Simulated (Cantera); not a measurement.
Cantera run:

```python
import numpy as np
import cantera as ct

gas_names = [...]  # 118 gases of nasa_gas.yaml made of C, Cl, F, H
cond_names = """
    C(gr) C6H6(L) C7H8(L) C8H18(L),n-octa
""".split()


# ... load() reads the species with a 1 bar reference pressure and builds the phases ...
atoms = {
    'CF4': {'C': 1, 'F': 4},
    'HCl': {'H': 1, 'CL': 1},
    'H2': {'H': 2},
    'F2': {'F': 2},
}
top_T = {'C(gr)': 4500}  # K; cautious upper limits of use, not melting points


# ... equilibrate(T, P, feed) seeds the gas with the atoms and calls Mixture.equilibrate('TP', solver="vcs", rtol=1e-11, max_steps=5000) ...
results = []
feed = {'CF4': 1, 'HCl': 1.2, 'H2': 0.65, 'F2': 1.1}  # mol
P = 52  # Pa
for T in [1173, 1323, 1473, 1623, 1773, 1923, 2073, 2223, 2373, 2523, 2673]:
    mix = equilibrate(T, P, feed)
    results.append((T, P, feed, dict(zip(mix.species_names, mix.species_moles))))

top = {s: max(r[3][s] / sum(r[3][g] for g in gas_names) for r in results) for s in gas_names}
cols = sorted((s for s in top if top[s] > 0.0001), key=lambda s: -top[s])[:7]
seen = [c for c in cond_names if any(r[3].get(c, 0) > 1e-12 for r in results)]
print("log10 of partial pressures in bar; condensed amounts in mol")
print(f"{'T/K':>10s}" + "".join(f"{s[:9]:>10s}" for s in cols + seen))
for T, P, feed, n in results:
    ng = sum(n[g] for g in gas_names)
    print(f"{T:10.4g}" + "".join(f"{np.log10(max(n[s] / ng * P / 1e5, 1e-99)):10.3f}" for s in cols)
          + "".join(f"{n.get(c, 0):10.4g}" for c in seen))
```

Output:

```
log10 of partial pressures in bar; condensed amounts in mol
       T/K        HF         F        CL       CF4       CF2       CL2       HCL     C(gr)
      1173    -3.547    -9.556    -4.620    -3.894    -9.427    -4.338    -4.423         0
      1323    -3.552    -8.162    -4.130    -3.930    -7.639    -4.623    -4.634   0.02538
      1473    -3.553    -6.899    -3.927    -3.968    -6.532    -5.226    -5.137   0.05729
      1623    -3.554    -5.866    -3.884    -3.988    -5.627    -5.967    -5.673   0.06226
      1773    -3.563    -5.015    -3.885    -4.034    -4.894    -6.657    -6.156   0.03595
      1923    -3.602    -4.305    -3.922    -4.222    -4.409    -7.313    -6.622         0
      2073    -3.677    -3.892    -3.996    -4.946    -4.173    -7.962    -6.911   0.04622
      2223    -3.723    -3.704    -4.042    -6.351    -4.409    -8.487    -6.954    0.4445
      2373    -3.744    -3.635    -4.062    -7.960    -4.808    -8.907    -6.856    0.7121
      2523    -3.756    -3.614    -4.072    -9.537    -5.242    -9.262    -6.717    0.7631
      2673    -3.781    -3.615    -4.085   -11.016    -5.667    -9.586    -6.591    0.4685
```

Equilibrium computed with Cantera from the NASA thermochemical tables; the gas is ideal and each condensed phase is pure. Gases not in the tables: C2F6 and larger saturated fluorocarbons.
